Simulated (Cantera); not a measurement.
Feed: 1 mol NF3, 0.13 mol H2O, 28 mol N2, held at 1723.15 K and 410 Pa.

These are equilibrium values from Cantera (NASA tables, ideal gas, pure condensed phases), not measurements of a reactor. Candidate condensed phases: H2O; 40 gas species. Rates play no part.

Base state: N2 0.903, F 0.0868, HF 0.00824, O2 0.00188, NO 0.000320, O 3.86e-5 (mole fractions); condensed: gas only.

Task: What changes in the equilibrium state with this change: 0.43 mol NH3 added?

Result: 
| species | before | after |
|---|---|---|
| N2 | 0.903 | 0.903 |
| HF | 0.00824 | 0.0488 |
| F | 0.0868 | 0.0456 |
| O2 | 0.00188 | 0.00187 |
| O | 3.86e-5 | 3.84e-5 |
| NO | 0.000320 | 0.000319 |
